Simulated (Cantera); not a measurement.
Reactions in the system C-F-H

Cantera with NASA thermochemical tables; ideal gases at 1 bar, condensed phases pure. Values are per mole of reaction as written; species without (g) are pure solids or liquids, kept so even where they would boil at 1 bar.

2 CH2F2(g) → C2H2(g) + 2 HF(g) + 2 F(g)

| T (K) | ΔH° (kJ) | ΔS° (J/K) | ΔG° (kJ) | log10 K |
|---|---|---|---|---|
| 473 | 756.5 | 397.2 | 568.6 | -62.79 |
| 523 | 758.5 | 401.2 | 548.7 | -54.80 |
| 573 | 760.2 | 404.3 | 528.5 | -48.18 |
| 623 | 761.7 | 406.8 | 508.2 | -42.61 |
| 673 | 762.9 | 408.7 | 487.8 | -37.86 |
